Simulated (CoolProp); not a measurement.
A single-stage vapour-compression cycle with the fluid: evaporating at 294.15 K (dew point), condensing at 329.15 K (bubble point), superheat 0 K, subcooling 5 K, compressor efficiency 0.65, no pressure losses. The same conditions are run with several fluids, on thermodynamics alone (safety and materials aside).

Values from CoolProp's reference Helmholtz-energy equation of state of each fluid (hydrogen sulfide: Lemmon 2006; R114: Platzer 1990; R507A: Lemmon 2003; R227EA: Lemmon 2016; cyclopentane: Gedanitz 2015; R22: Kamei 1995). The equations of Platzer and Polt are older, rougher fits. Blends and air are pseudo-pure fits.

Q: Rank hydrogen sulfide, R114, R507A, R227EA, cyclopentane, R22 by cooling COP, highest first.

A: cyclopentane (5.09), R114 (4.72), R22 (4.54), hydrogen sulfide (4.48), R227EA (4.31), R507A (3.92)

| fluid | pressure ratio | discharge temperature (K) | refrigerating effect (kJ/kg) | volumetric capacity (kJ/m³) |
|---|---|---|---|---|
| hydrogen sulfide | 2.20 | 380.9 | 354 | 10800 |
| R114 | 2.78 | 329.6 | 99.2 | 1390 |
| R507A | 2.35 | 339.8 | 92.7 | 5680 |
| R227EA | 2.66 | 329.2 | 77.2 | 2470 |
| cyclopentane | 3.49 | 349.4 | 353 | 372 |
| R22 | 2.38 | 354.7 | 147 | 5830 |

The compression ends wet for: R227EA.
